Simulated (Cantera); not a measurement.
## Diamond growth

A diamond (100) surface in a fixed gas of H2 with x(CH4) = 0.011, x(H) = 0.025, x(CH3) = 5e-05, at 1375 K; coverages are run to steady state.

Model: the Harris–Goodwin 1993 mechanism for the reconstructed diamond (100) surface, integrated in Cantera.

```csv
P (Pa),growth (µm/h),θ c6HH,θ c6H*,θ c6*H,θ c6**
1200,0.140,0.338,0.0573,0.543,0.0609
1700,0.217,0.338,0.0573,0.543,0.0609
2500,0.354,0.338,0.0574,0.543,0.0609
3500,0.549,0.338,0.0574,0.543,0.0609
5000,0.887,0.338,0.0575,0.543,0.0609
7200,1.47,0.338,0.0576,0.543,0.0610
10000,2.36,0.338,0.0577,0.543,0.0610
15000,4.26,0.338,0.0580,0.542,0.0611
```
θ: site fractions in the mechanism's names (c6HH fully hydrogenated, c6H* and c6*H radical sites, c6** diradical, c6HM methylated).
